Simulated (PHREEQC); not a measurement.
A solution holds 0.0016 mol Na2SO4, 0.037 mol CuCl2 and 0.0016 mol HBF4 per kg of water, at 29 °C. Closed to the air; pH follows from the charge balance.

The numbers come from PHREEQC with the ion-association model, phreeqc.dat.

| quantity | before | after |
|---|---|---|
| pH | 2.77 | 2.75 |
| ionic strength (mol/kgw) | 0.108 | 0.110 |
| Cl- (mol/kgw) | 0.0709 | 0.0719 |
| Cu+2 (mol/kgw) | 0.0330 | 0.0340 |
| CuCl+ (mol/kgw) | 0.00296 | 0.00200 |
| HF (mol/kgw) | 0.00230 | 0.00202 |

Problem. What was changed between the two runs?
(A) temperature from 29 to 70 °C
(B) diluted 2-fold with water
(C) temperature from 29 to 20 °C
(D) diluted 10-fold with water
(E) Na2SO4 left out

Solution. C, temperature from 29 to 20 °C

No solid was allowed to form. Real BF4- forms and hydrolyses slowly; the run takes it at equilibrium.
